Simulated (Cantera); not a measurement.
Thermodynamics of silicon etching in halogen gases, feed Si + Cl2 + H2

A closed system holds: 1 mol Si, 4.3 mol Cl2, 2.2 mol H2, held at 13300 Pa.

Equilibrium computed with Cantera from the NASA thermochemical tables; the gas is ideal and each condensed phase is pure. Candidate condensed phases: Si; 19 gas species. The tables' values for SiCl3 are old estimates; treat these amounts as uncertain. Equilibrium is a limit: real reactors are often held back by kinetics, nucleation or transport.

From 177 °C to 1377 °C nothing is condensed. The main Si-bearing gas is SiCl4 throughout.

```json
[
 {"T (°C)": "177", "x HCl": "0.800", "x SiCl4": "0.182", "x Cl": "2.03e-12", "x Cl2": "0.0182"},
 {"T (°C)": "277", "x HCl": "0.800", "x SiCl4": "0.182", "x Cl": "7.73e-10", "x Cl2": "0.0182"},
 {"T (°C)": "377", "x HCl": "0.800", "x SiCl4": "0.182", "x Cl": "4.80e-8", "x Cl2": "0.0182"},
 {"T (°C)": "477", "x HCl": "0.800", "x SiCl4": "0.182", "x Cl": "1.00e-6", "x Cl2": "0.0182"},
 {"T (°C)": "577", "x HCl": "0.800", "x SiCl4": "0.182", "x Cl": "1.03e-5", "x Cl2": "0.0182"},
 {"T (°C)": "677", "x HCl": "0.800", "x SiCl4": "0.182", "x Cl": "6.53e-5", "x Cl2": "0.0181"},
 {"T (°C)": "777", "x HCl": "0.800", "x SiCl4": "0.182", "x Cl": "0.000291", "x Cl2": "0.0180"},
 {"T (°C)": "877", "x HCl": "0.800", "x SiCl4": "0.182", "x Cl": "0.000998", "x Cl2": "0.0177"},
 {"T (°C)": "977", "x HCl": "0.799", "x SiCl4": "0.182", "x Cl": "0.00277", "x Cl2": "0.0168"},
 {"T (°C)": "1077", "x HCl": "0.797", "x SiCl4": "0.181", "x Cl": "0.00638", "x Cl2": "0.0149"},
 {"T (°C)": "1177", "x HCl": "0.795", "x SiCl4": "0.181", "x Cl": "0.0123", "x Cl2": "0.0119"},
 {"T (°C)": "1277", "x HCl": "0.792", "x SiCl4": "0.180", "x Cl": "0.0200", "x Cl2": "0.00816"},
 {"T (°C)": "1377", "x HCl": "0.788", "x SiCl4": "0.178", "x Cl": "0.0278", "x Cl2": "0.00481"}
]
```
x: gas mole fraction; nothing condenses.
